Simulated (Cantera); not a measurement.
A perfectly stirred reactor is fed with H2 : O2 : N2 = 1.8 : 1 : 16 (molar parts), equivalence ratio 0.90, at 82.5 Torr; it is held at 1123 K, and followed from long to short residence time.

Detailed kinetics in Cantera: the H2/O2 subset of GRI-Mech 3.0, which has no nitrogen chemistry. The temperature is held fixed by assumption; the heat of reaction is taken as removed at once.

Q: What does this change do: H2 1.8 to 0.66 parts?

A: 
```tsv
quantity	before	after
x(H2) at τ = 8.70 s	0.000354	4.29e-5
x(O2) at τ = 8.70 s	0.00573	0.0386
x(HO2) at τ = 8.70 s	4.71e-7	6.77e-7
x(H2O) at τ = 8.70 s	0.100	0.0380
x(O) at τ = 8.70 s	3.20e-5	3.18e-5
x(H2) at τ = 0.130 s	0.00381	0.000607
x(O2) at τ = 0.130 s	0.00785	0.0387
x(HO2) at τ = 0.130 s	8.36e-7	2.11e-6
x(H2O) at τ = 0.130 s	0.0946	0.0371
x(O) at τ = 0.130 s	0.000468	0.000487
```
